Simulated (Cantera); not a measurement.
**Equilibrium for abatement and gas-phase synthesis: HBr + H₂ + N₂ + H₂O**

A closed system holds: 1 mol HBr, 0.2 mol H₂, 0.17 mol N₂, 1.2 mol H₂O, at 9.75 Torr.

Cantera equilibrium calculation (NASA polynomials, part measured and part estimated; ideal gas, pure solids and liquids). Candidate condensed phases: Br₂, H₂O; 27 gas species. Equilibrium is a limit: real reactors are often held back by kinetics, nucleation or transport.

```csv
T (K),x H,x Br,x O,x H₂,x H₂O,x OH,x N₂,x O₂,x HBr
2898,0.366,0.209,0.0971,0.133,0.0680,0.0571,0.0361,0.0197,0.0117
2948,0.404,0.201,0.112,0.118,0.0483,0.0528,0.0343,0.0182,0.00949
2998,0.439,0.193,0.126,0.102,0.0332,0.0475,0.0328,0.0162,0.00764
3048,0.470,0.187,0.138,0.0863,0.0221,0.0415,0.0316,0.0140,0.00613
3098,0.498,0.182,0.149,0.0720,0.0144,0.0355,0.0305,0.0117,0.00492
3148,0.520,0.178,0.158,0.0593,0.00919,0.0298,0.0297,0.00958,0.00395
3198,0.539,0.175,0.165,0.0484,0.00579,0.0247,0.0291,0.00773,0.00318
3248,0.554,0.172,0.171,0.0392,0.00362,0.0203,0.0286,0.00616,0.00257
3298,0.567,0.170,0.176,0.0316,0.00225,0.0165,0.0282,0.00488,0.00208
```
x: gas mole fraction; nothing condenses.

From 2898 K to 3298 K nothing is condensed.
